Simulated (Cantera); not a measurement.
Feed: 1 mol AlCl3, 0.77 mol O2, 170 mol N2, at 1.00 Torr.

Cantera equilibrium calculation (NASA polynomials, part measured and part estimated; ideal gas, pure solids and liquids). Candidate condensed phases: Al, AlCl3, AlN, Al2O3; 24 gas species. Rates play no part. All values below are at 1127 °C.

Base state: N2 0.983, Cl 0.0164, Cl2 0.000446, O2 0.000110, NO 1.85e-5 (mole fractions); condensed: Al2O3(s).

Task: What changes in the equilibrium state with this change: AlCl3 replaced by Al(CH3)3?

Result: 
```json
[
 {"species": "N2", "before": "0.983", "after": "0.966"},
 {"species": "H2", "before": "0", "after": "0.0256"},
 {"species": "CO", "before": "0", "after": "0.00877"},
 {"species": "Cl", "before": "0.0164", "after": "0"},
 {"species": "Cl2", "before": "0.000446", "after": "0"},
 {"species": "O2", "before": "0.000110", "after": "<1e-9"},
 {"species": "Al2O3(s), mol", "before": "0.500", "after": "0"},
 {"species": "AlN(s), mol", "before": "0", "after": "1.000"},
 {"species": "C(graphite), mol", "before": "0", "after": "1.45"}
]
```
The feed counts by its element totals alone. Further candidate phases: C, C6H6, C7H8, C8H18, H2O.
